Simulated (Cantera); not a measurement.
Cantera run:

```python
import numpy as np
import cantera as ct

gas_names = """
    H HO2 H2 H2O H2O2 O OH O2 O3 Ti TiO TiO2
""".split()
cond_names = """
    H2O(s) H2O(L) Ti(a) Ti(b) Ti(L) TiO(a) TiO(b) TiO(L) TiO2(ru) TiO2(L) Ti2O3(a) Ti2O3(b) Ti2O3(L)
    Ti3O5(a) Ti3O5(b) Ti3O5(L) Ti4O7(s) Ti4O7(L)
""".split()


def load(file, names, dense=False):
    # The tables refer to 1 bar. Condensed volumes are neglected.
    table = {s.name: s for s in ct.Species.list_from_file(file)}
    out = []
    for n in names:
        d = dict(table[n].input_data)
        d["thermo"] = dict(d["thermo"], **{"reference-pressure": 1e5})
        if dense:
            d["equation-of-state"] = {"model": "constant-volume", "density": "1e6 g/cm^3"}
        out.append(ct.Species.from_dict(d))
    return out


gas = ct.Solution(thermo="ideal-gas", species=load("nasa_gas.yaml", gas_names))
cond = {s.name: ct.Solution(thermo="fixed-stoichiometry", species=[s], name=s.name)
        for s in load("nasa_condensed.yaml", cond_names, dense=True)}
atoms = {
    'TiO2': {'Ti': 1, 'O': 2},
    'H2': {'H': 2},
    'H2O': {'H': 2, 'O': 1},
}
top_T = {}  # K; cautious upper limits of use, not melting points


def equilibrate(T, P, feed):
    n = {}
    for name, mol in feed.items():
        for a, k in atoms[name].items():
            n[a] = n.get(a, 0.0) + k * mol
    gas.TPX = T, P, n
    mass = sum(n.values()) * gas.mean_molecular_weight
    gas.equilibrate("TP")
    valid = [c for c in cond.values() if c.min_temp <= T <= top_T.get(c.name, c.max_temp)]
    mix = ct.Mixture([(gas, mass / gas.mean_molecular_weight)] + [(c, 0.0) for c in valid])
    mix.T, mix.P = T, P
    mix.equilibrate("TP", solver="vcs", rtol=1e-11, max_steps=5000)
    return mix


results = []
feed = {'TiO2': 1, 'H2': 32, 'H2O': 4.3}  # mol
T = 1473  # K
P = 8800  # Pa
mix = equilibrate(T, P, feed)
results.append((T, P, feed, dict(zip(mix.species_names, mix.species_moles))))
x = sorted(zip(gas.X, gas.species_names), reverse=True)
print(f"T = {T:g} K  P = {P:g} Pa  gas = {mix.phase_moles(0):.4g} mol")
print("   x: " + "  ".join(f"{s} {v:.3e}" for v, s in x if v > 0.001))
print("   condensed (mol): " + ("  ".join(f"{mix.phase(i).name} {mix.phase_moles(i):.4g}"
      for i in range(1, mix.n_phases) if mix.phase_moles(i) > 1e-12) or "none"))
```

It prints:

```
T = 1473 K  P = 8800 Pa  gas = 36.3 mol
   x: H2 8.815e-01  H2O 1.185e-01
   condensed (mol): TiO2(ru) 1
```

Method: chemical equilibrium by Gibbs-energy minimisation in Cantera with the NASA 1993 tables (ideal gas, pure condensed phases). Gases not in the tables: TiO(OH)2.
